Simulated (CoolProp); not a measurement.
Vapour-liquid equilibrium of R125 (1) + R236EA (2) at 288.3 K; x and y are mole fractions of (1).

The numbers come from the multi-fluid Helmholtz-energy mixture model, Lemmon 2005 and Rui 2013; pair parameters Bell 2016 in CoolProp.

```tsv
x	bubble pressure, mixture model (MPa)	bubble pressure, Raoult's law (MPa)	y, mixture model	y, Raoult's law
0.05	___	0.1896	0.259	0.278
0.2	___	0.3260	0.611	0.646
0.35	___	0.4624	___	0.797
0.5	___	0.5988	0.847	0.880
0.65	0.7110	0.7353	0.906	0.931
0.8	0.8503	0.8717	0.951	0.967
0.95	___	1.008	0.988	0.993
```

Problem. Complete the blanks.

Solution. 
- 0.05, bubble pressure, mixture model (MPa): 0.1883
- 0.2, bubble pressure, mixture model (MPa): 0.3188
- 0.35, bubble pressure, mixture model (MPa): 0.4480
- 0.35, y, mixture model: 0.761
- 0.5, bubble pressure, mixture model (MPa): 0.5779
- 0.95, bubble pressure, mixture model (MPa): 1.000

The largest gap from Raoult's law is -3.5 % in bubble pressure, at x = 0.5. No azeotrope shows between x = 0.05 and 0.95.

The pair parameters rest on a limited set of measurements; away from them the model extrapolates.
